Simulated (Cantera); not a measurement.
An isothermal, constant-pressure homogeneous reactor starts with 40.2 % CH4, 48.2 % CO2, 11.6 % H2, at 1600 K and 100000 Pa.

Cantera simulation using GRI-Mech 3.0 (53 species, 325 reactions); the numbers are that mechanism's predictions, not measurements.

Question: Predict: x(CH4) at 3.00 s; x(CO2) at 3.00 s; x(H2) at 3.00 s; x(CH3) at 3.00 s.

Answer: 
| Property | Result |
|---|---|
| x(CH4) at 3.00 s | 0.0221 (gas-phase equilibrium 2.17e-6) |
| x(CO2) at 3.00 s | 0.0460 (gas-phase equilibrium 0.0112) |
| x(H2) at 3.00 s | 0.362 (gas-phase equilibrium 0.477) |
| x(CH3) at 3.00 s | 4.09e-5 (gas-phase equilibrium 3.49e-9) |
